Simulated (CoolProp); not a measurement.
Vapour-liquid equilibrium of R22 (1) + dimethyl ether (2) at 0.0635 MPa; x and y are mole fractions of (1).

Model: multi-fluid Helmholtz-energy mixture model, Kamei 1995 and Wu 2011; pair parameters Bell 2016, in CoolProp.

| x | bubble temperature, mixture model (K) | bubble temperature, Raoult's law (K) | y, mixture model | y, Raoult's law |
|---|---|---|---|---|
| 0.05 | 238.5 | 237.0 | 0.037 | 0.099 |
| 0.2 | 239.2 | 234.0 | 0.184 | 0.345 |
| 0.35 | 239.0 | 231.4 | 0.392 | 0.535 |
| 0.5 | 237.1 | 229.1 | 0.636 | 0.683 |
| 0.65 | 233.2 | 227.0 | 0.840 | 0.801 |
| 0.8 | 228.2 | 225.1 | 0.954 | 0.897 |
| 0.95 | 223.9 | 223.4 | 0.995 | 0.977 |

The largest gap from Raoult's law is +8.0 K in bubble temperature, at x = 0.5. y crosses x between x = 0.2 and 0.35: the model has an azeotrope there.

The pair parameters rest on a limited set of measurements; away from them the model extrapolates.
